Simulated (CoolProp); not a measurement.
Properties of propylene glycol along the isobar 102 bar (Tc = 674.0 K, pc = 72.92 bar, ω = 0.327).

Values from CoolProp's reference Helmholtz-energy equation of state, Eisenbach 2021.

| T (K) | phase | density (kg/m³) | cp (kJ/(kg K)) | expansivity (1/kK) |
|---|---|---|---|---|
| 490.9 | liquid | 873.6 | 3.498 | 1.178 |
| 501.6 | liquid | 862.4 | 3.553 | 1.231 |
| 512.4 | liquid | 850.8 | 3.610 | 1.290 |
| 523.1 | liquid | 838.8 | 3.667 | 1.355 |
| 533.9 | liquid | 826.3 | 3.727 | 1.428 |
| 544.7 | liquid | 813.3 | 3.788 | 1.511 |
| 555.4 | liquid | 799.9 | 3.852 | 1.604 |
| 566.2 | liquid | 785.7 | 3.921 | 1.712 |
| 577 | liquid | 770.8 | 3.994 | 1.838 |
| 587.7 | liquid | 755.2 | 4.074 | 1.985 |
| 598.5 | liquid | 738.5 | 4.163 | 2.165 |
| 609.2 | liquid | 720.8 | 4.265 | 2.386 |
| 620 | liquid | 701.4 | 4.386 | 2.671 |
